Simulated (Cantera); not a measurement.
Standard-state values (1 bar) from the NASA 1993 polynomials, evaluated with Cantera. Values are per mole of reaction as written; species without (g) are pure solids or liquids, kept so even where they would boil at 1 bar.

Problem. Between 1325 and 2825 K, where is each reaction favourable under standard conditions?
- 2 BN + NO₂(g) → 3 N(g) + B₂O₂(g)

Solution. 
- 2 BN + NO₂(g) → 3 N(g) + B₂O₂(g): ΔG° is 835 kJ at 1325 K and 157 kJ at 2825 K; it stays positive (K < 1). ΔH° is 1424 kJ and ΔS° 448 J/K at 2825 K.
